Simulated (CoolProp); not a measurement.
Vapour-liquid equilibrium of acetone (1) + n-nonane (2) at 0.0341 MPa; x and y are mole fractions of (1).

Computed with CoolProp (multi-fluid Helmholtz-energy mixture model, Lemmon 2006 and Lemmon 2006; pair parameters Bell 2016).

Problem. Give the bubble temperature and the first vapour's composition at x = 0.125, 0.875, 0.95. Is there an azeotrope?

Solution. x = 0.125: 320.5 K, y = 0.942; x = 0.875: 302.8 K, y = 0.987; x = 0.95: 301.6 K, y = 0.994. No azeotrope shows between x = 0.05 and 0.95.

Pair parameters are fitted to limited data, so mixtures are less certain than the pure fluids. With so large a gap from Raoult's law the liquid may split in two, which this calculation doesn't test in full.
